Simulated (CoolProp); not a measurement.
Vapour-liquid equilibrium of R143a (1) + R134a (2) at 0.0151 MPa; x and y are mole fractions of (1).

Computed with CoolProp (multi-fluid Helmholtz-energy mixture model, Lemmon and Jacobsen 2000 and Tillner-Roth 1994; pair parameters Lemmon 2004).

```tsv
x	bubble temperature (K)	y at the bubble point	dew temperature at overall composition x (K)	liquid density (mol/L)
0.05	210.7	0.150	211.8	14.51
0.125	208.3	0.330	211.0	14.57
0.2	206.3	0.469	210.1	14.62
0.275	204.4	0.579	209.1	14.67
0.35	202.7	0.667	208.1	14.71
0.425	201.1	0.737	207.0	14.75
0.5	199.7	0.795	205.8	14.78
0.575	198.4	0.842	204.5	14.81
0.65	197.2	0.882	203.0	14.83
0.725	196.0	0.915	201.4	14.86
0.8	195.0	0.943	199.5	14.88
0.875	194.0	0.967	197.4	14.89
0.95	193.1	0.988	194.7	14.91
```

No azeotrope shows between x = 0.05 and 0.95.

Pair parameters are fitted to limited data, so mixtures are less certain than the pure fluids.
